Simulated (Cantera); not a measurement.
What does this Cantera script print?

```python
import numpy as np
import cantera as ct

gas = ct.Solution("gri30.yaml")
gas.TPX = 1748, 3300, {'NO': 1, 'N2': 4}
reactor = ct.IdealGasConstPressureReactor(gas, energy="off", clone=False)
net = ct.ReactorNet([reactor])
net.rtol, net.atol = 1e-08, 1e-18
show = ['NO', 'NO2', 'N2', 'N2O', 'O']
times = np.geomspace(1e-05, 30, 15)

steps = ct.SolutionArray(gas, extra=["t"])
rows = []
print(f"{'t/s':>10s}{'T/K':>9s}{'P/Pa':>11s}" + "".join(f"{s:>11s}" for s in show))
for t in times:
    while net.time < t:
        t_next = net.step()
        steps.append(gas.state, t=t_next)
    rows.append([np.interp(t, steps.t, y) for y in (steps.T, steps.P, *steps(*show).X.T)])
    print(f"{t:10.3e}{rows[-1][0]:9.1f}{rows[-1][1]:11.4g}" + "".join(f"{x:11.3e}" for x in rows[-1][2:]))
rate = np.gradient(steps.T, steps.t)
print("integrator steps:", len(steps.t))
if steps.T.max() > steps.T[0] + 200:
    print(f"time of steepest temperature rise: {steps.t[rate.argmax()]:.4e} s")
gas.TPX = 1748, 3300, {'NO': 1, 'N2': 4}
gas.equilibrate("TP")
print(f"equilibrium (TP): T = {gas.T:.1f} K  " + "  ".join(f"{s} {gas[s].X[0]:.3e}" for s in show))
```

Result:

```
       t/s      T/K       P/Pa         NO        NO2         N2        N2O          O
 1.000e-05   1748.0       3300  2.000e-01  2.786e-13  8.000e-01  1.890e-09  1.890e-09
 2.902e-05   1748.0       3300  2.000e-01  2.355e-12  8.000e-01  5.484e-09  5.484e-09
 8.420e-05   1748.0       3300  2.000e-01  1.976e-11  8.000e-01  1.591e-08  1.590e-08
 2.443e-04   1748.0       3300  2.000e-01  1.653e-10  8.000e-01  4.612e-08  4.609e-08
 7.089e-04   1748.0       3300  2.000e-01  1.369e-09  8.000e-01  1.334e-07  1.332e-07
 2.057e-03   1748.0       3300  2.000e-01  1.117e-08  8.000e-01  3.841e-07  3.824e-07
 5.969e-03   1748.0       3300  2.000e-01  8.610e-08  8.000e-01  1.089e-06  1.081e-06
 1.732e-02   1748.0       3300  2.000e-01  5.751e-07  8.000e-01  2.956e-06  3.000e-06
 5.026e-02   1748.0       3300  2.000e-01  2.818e-06  8.000e-01  7.117e-06  8.348e-06
 1.458e-01   1748.0       3300  1.999e-01  7.348e-06  8.000e-01  1.280e-05  1.863e-05
 4.232e-01   1748.0       3300  1.998e-01  8.796e-06  8.001e-01  1.507e-05  2.226e-05
 1.228e+00   1748.0       3300  1.994e-01  9.232e-06  8.003e-01  1.505e-05  2.310e-05
 3.563e+00   1748.0       3300  1.983e-01  1.035e-05  8.008e-01  1.483e-05  2.520e-05
 1.034e+01   1748.0       3300  1.949e-01  1.308e-05  8.025e-01  1.420e-05  3.049e-05
 3.000e+01   1748.0       3300  1.850e-01  1.852e-05  8.075e-01  1.253e-05  4.214e-05
integrator steps: 500
equilibrium (TP): T = 1748.0 K  NO 2.547e-03  NO2 8.883e-07  N2 8.987e-01  N2O 2.863e-08  O 1.275e-04
```

Model: GRI-Mech 3.0 (53 species, 325 reactions), integrated in Cantera. Radical loss at walls, strong at low pressure, is not modelled.
